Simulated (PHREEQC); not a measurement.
Solution (90 °C): 0.041 mol/kgw Na2SO4, 0.0005 mol/kgw H3BO3 and 0.0037 mol/kgw Na2CO3. Closed to the air; pH follows from the charge balance.

Model: ion-association model, wateq4f.dat, run in PHREEQC.

```json
{
  "pH": "9.19",
  "ionic_strength": "0.116 mol/kgw",
  "total_alkalinity": "7.40 meq/kg"
}
```

| species | molality | activity | log γ |
|---|---|---|---|
| Na+ | 0.0811 | 0.0604 | -0.128 |
| SO4-2 | 0.0349 | 0.0108 | -0.510 |
| NaSO4- | 0.00608 | 0.00459 | -0.123 |
| NaCO3- | 0.00220 | 0.00166 | -0.123 |
| HCO3- | 0.00116 | 0.000874 | -0.123 |
| OH- | 0.000802 | 0.000578 | -0.142 |
| H2BO3- | 0.000389 | 0.000272 | -0.155 |
| CO3-2 | 0.000309 | 9.99e-5 | -0.491 |
| H3BO3 | 0.000111 | 0.000114 | 0.012 |
| NaHCO3 | 2.89e-5 | 2.97e-5 | 0.012 |
| CO2 | 1.30e-6 | 1.34e-6 | 0.012 |
| HSO4- | 4.98e-9 | 3.68e-9 | -0.131 |

This is a speciation only: nothing precipitates in the calculation. Species that the database lacks are ignored. At this temperature some constants are extrapolated from 25 °C, and those without enthalpy data are left unchanged.
